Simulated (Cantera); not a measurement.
Input (Python, Cantera):

```python
import numpy as np
import cantera as ct

gas = ct.Solution("gri30.yaml")


def delay(T, t_max=10):
    gas.TPX = T, 101325, {'CH4': 1, 'O2': 1.43, 'N2': 5.37}
    reactor = ct.IdealGasConstPressureReactor(gas, clone=False)
    net = ct.ReactorNet([reactor])
    net.rtol, net.atol = 1e-8, 1e-16
    while net.time < t_max:
        t_old, T_old = net.time, reactor.T
        net.step()
        if reactor.T > T + 400:  # ignition: a rise of 400 K
            return t_old + (T + 400 - T_old) / (reactor.T - T_old) * (net.time - t_old)
    return np.nan


taus = []
for T in [1125, 1175, 1225, 1275, 1325, 1375, 1425, 1475, 1525, 1575]:
    taus.append(delay(T))
    print(f"T0 = {T:6g} K   tau = {taus[-1]:.4e} s")
```

Output:

```
T0 =   1125 K   tau = 1.6640e-01 s
T0 =   1175 K   tau = 7.8275e-02 s
T0 =   1225 K   tau = 3.8254e-02 s
T0 =   1275 K   tau = 1.9357e-02 s
T0 =   1325 K   tau = 1.0112e-02 s
T0 =   1375 K   tau = 5.4459e-03 s
T0 =   1425 K   tau = 3.0257e-03 s
T0 =   1475 K   tau = 1.7379e-03 s
T0 =   1525 K   tau = 1.0347e-03 s
T0 =   1575 K   tau = 6.3975e-04 s
```

Detailed kinetics in Cantera: GRI-Mech 3.0 (53 species, 325 reactions).
